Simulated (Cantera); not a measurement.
Equilibrium for carbothermic reduction: Fe3O4 + CH4 + CO

Feed: 1 mol Fe3O4, 2.5 mol CH4, 0.021 mol CO, at 0.100 bar.

Cantera equilibrium calculation (NASA polynomials, part measured and part estimated; ideal gas, pure solids and liquids). Candidate condensed phases: C, C6H6, C7H8, C8H18, Fe, Fe(CO)5, FeO, Fe(OH)2, Fe(OH)3, Fe2O3, Fe3O4, H2O; 114 gas species. Mutual solubility and eutectic melting of coexisting phases are not modelled. The tables' stoichiometric FeO is somewhat more stable than real wüstite, so its field is too wide. FeO: taken at fixed stoichiometry. Kinetics and transport are ignored.

```csv
T (°C),x H2,x CO,x H2O,x CO2,x H,x CH4,x Fe(OH)2,x Fe,n Fe(α),n FeO(s),n Fe(γ)
900,0.526,0.278,0.139,0.0574,2.70e-7,2.02e-6,3.86e-8,1.96e-10,2.97,0.0261,0
925,0.522,0.279,0.143,0.0561,4.34e-7,1.18e-6,5.84e-8,4.64e-10,0,0,3.00
950,0.519,0.281,0.145,0.0540,6.85e-7,7.25e-7,8.37e-8,1.06e-9,0,0,3.00
975,0.517,0.283,0.148,0.0519,1.06e-6,4.56e-7,1.18e-7,2.33e-9,0,0,3.00
1000,0.515,0.285,0.149,0.0500,1.62e-6,2.92e-7,1.64e-7,4.98e-9,0,0,3.00
1025,0.514,0.287,0.151,0.0482,2.43e-6,1.90e-7,2.25e-7,1.03e-8,0,0,3.00
1050,0.512,0.289,0.153,0.0465,3.59e-6,1.26e-7,3.06e-7,2.08e-8,0,0,3.00
```
x: gas mole fraction; n: condensed amount in mol.

At 900 °C the condensed part is Fe(α) + FeO(s). From 925 °C to 1050 °C the condensed part is Fe(γ). The main Fe-bearing gas is Fe(OH)2 throughout.
